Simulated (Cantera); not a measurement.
A closed system holds: 1 mol toluene, 0.039 mol CO2, 2.9 mol H2, at 1.00 bar.

These are equilibrium values from Cantera (NASA tables, ideal gas, pure condensed phases), not measurements of a reactor. Candidate condensed phases: C, C6H6, C7H8, C8H18, H2O; 110 gas species. The numbers say what is thermodynamically allowed, not how fast it happens.

x: gas mole fraction; n: condensed amount in mol.

| T (K) | x H2 | x CH4 | x H2O | x CO | x CO2 | x H | n C(graphite) |
|---|---|---|---|---|---|---|---|
| 523 | 0.0299 | 0.948 | 0.0219 | 6.84e-7 | ___ | <1e-12 | 3.68 |
| 623 | 0.129 | 0.850 | 0.0207 | 2.13e-5 | ___ | <1e-12 | 3.87 |
| 723 | 0.345 | 0.636 | 0.0180 | 0.000255 | ___ | <1e-12 | 4.35 |
| 823 | 0.623 | 0.362 | 0.0135 | 0.00164 | ___ | 5.79e-12 | 5.19 |
| 923 | 0.828 | 0.159 | 0.00720 | 0.00564 | ___ | 2.23e-10 | 6.05 |
| 1023 | 0.924 | 0.0641 | 0.00239 | 0.00946 | ___ | 3.98e-9 | 6.56 |
| 1123 | 0.961 | 0.0271 | 0.000685 | 0.0108 | ___ | 4.18e-8 | 6.78 |
| 1223 | 0.976 | 0.0127 | 0.000218 | 0.0111 | ___ | 2.97e-7 | 6.88 |
| 1323 | 0.982 | 0.00656 | 8.04e-5 | 0.0112 | ___ | 1.57e-6 | 6.92 |
| 1423 | 0.985 | 0.00370 | 3.40e-5 | 0.0112 | ___ | 6.59e-6 | 6.94 |
| 1523 | 0.987 | 0.00224 | 1.61e-5 | 0.0112 | ___ | 2.30e-5 | 6.95 |

**Question.** Complete the blanks.

**Answer.** 
- 523, x CO2: 4.52e-5
- 623, x CO2: 7.28e-5
- 723, x CO2: 0.000102
- 823, x CO2: 0.000128
- 923, x CO2: 0.000100
- 1023, x CO2: 3.20e-5
- 1123, x CO2: 7.03e-6
- 1223, x CO2: 1.70e-6
- 1323, x CO2: 4.93e-7
- 1423, x CO2: 1.70e-7
- 1523, x CO2: 6.80e-8
